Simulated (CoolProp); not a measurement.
A single-stage vapour-compression cycle with R507A: evaporating at 249.15 K (dew point), condensing at 296.15 K (bubble point), superheat 0 K, subcooling 0 K, compressor efficiency 0.85, no pressure losses. Each further row changes one setting.

Model: reference Helmholtz-energy equation of state, Lemmon 2003, in CoolProp. It is a pseudo-pure fit of the blend.

| case | cooling COP | pressure ratio | discharge temperature (K) | refrigerating effect (kJ/kg) | volumetric capacity (kJ/m³) |
|---|---|---|---|---|---|
| as stated | 3.34 | 4.50 | 306.6 | 116 | 1650 |
| evaporating temperature 254.15 K | ___ | 3.73 | 305.2 | 119 | 2020 |
| condensing temperature 291.15 K | 3.91 | 3.93 | ___ | 124 | 1750 |
| subcooling 5 K | 3.56 | 4.50 | 306.6 | 124 | 1750 |
| superheat 10 K | 3.39 | 4.50 | 316.4 | ___ | 1680 |
| compressor efficiency 0.75 | ___ | 4.50 | ___ | 116 | 1650 |

Problem. What belongs in the gaps?

Solution. 
- evaporating temperature 254.15 K, cooling COP: 3.92
- condensing temperature 291.15 K, discharge temperature (K): 300.9
- superheat 10 K, refrigerating effect (kJ/kg): 125
- compressor efficiency 0.75, cooling COP: 2.95
- compressor efficiency 0.75, discharge temperature (K): 310.8
